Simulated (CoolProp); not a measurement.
n-nonane at several states: fugacity coefficient from the reference equation and from simpler models built on Tc = 321.4 °C, pc = 2.282 MPa, ω = 0.443; each cubic takes its own stable root.

The numbers come from the reference Helmholtz-energy equation of state, Lemmon 2006 in CoolProp. It is a short technical equation, of lower accuracy than the large ones.

```csv
T (°C),p (MPa),phase,reference,van der Waals,Redlich-Kwong,Peng-Robinson
-47.55,0.0655,liquid,1.445e-5,0.1147,0.0006643,2.094e-5
102.15,6.72,liquid,0.005048,0.07260,0.01858,0.005222
100.15,0.23,liquid,0.09153,0.9122,0.3132,0.09334
16.65,0.321,liquid,0.001073,0.1660,0.01149,0.001200
160.95,1.02,liquid,0.1272,0.4921,0.2627,0.1287
-34.45,0.137,liquid,3.144e-5,0.08955,0.001013,4.213e-5
```

At some of these states van der Waals gives the other phase, because its saturation line lies elsewhere.
